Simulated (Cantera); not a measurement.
Standard-state values (1 bar) from the NASA 1993 polynomials, evaluated with Cantera. Values are per mole of reaction as written; species without (g) are pure solids or liquids, kept so even where they would boil at 1 bar.

2 HBr(g) + Ca → CaBr2 + H2(g)

| T (K) | ΔH° (kJ) | ΔS° (J/K) | ΔG° (kJ) | log10 K | condensed phases |
|---|---|---|---|---|---|
| 300 | (withheld) | (withheld) | (withheld) | (withheld) | Ca(s), CaBr2(s) |
| 1900 | (withheld) | (withheld) | (withheld) | (withheld) | Ca(l), CaBr2(l) |
| 1950 | -539.8 | -109.1 | -327.1 | 8.76 | Ca(l), CaBr2(l) |
| 2000 | -537.9 | -108.1 | -321.7 | 8.40 | Ca(l), CaBr2(l) |
| 2050 | (withheld) | (withheld) | (withheld) | (withheld) | Ca(l), CaBr2(l) |
| 2100 | (withheld) | (withheld) | (withheld) | (withheld) | Ca(l), CaBr2(l) |
| 2150 | -532.4 | -105.5 | -305.7 | 7.43 | Ca(l), CaBr2(l) |
| 2200 | -530.6 | -104.6 | -300.4 | 7.13 | Ca(l), CaBr2(l) |

Q: Fill in the missing entries.

A: 
- 300, ΔH° (kJ): -610.3
- 300, ΔS° (J/K): -179.4
- 300, ΔG° (kJ): -556.5
- 300, log10 K: 96.89
- 1900, ΔH° (kJ): -541.6
- 1900, ΔS° (J/K): -110.0
- 1900, ΔG° (kJ): -332.6
- 1900, log10 K: 9.14
- 2050, ΔH° (kJ): -536.1
- 2050, ΔS° (J/K): -107.2
- 2050, ΔG° (kJ): -316.3
- 2050, log10 K: 8.06
- 2100, ΔH° (kJ): -534.3
- 2100, ΔS° (J/K): -106.3
- 2100, ΔG° (kJ): -311.0
- 2100, log10 K: 7.73
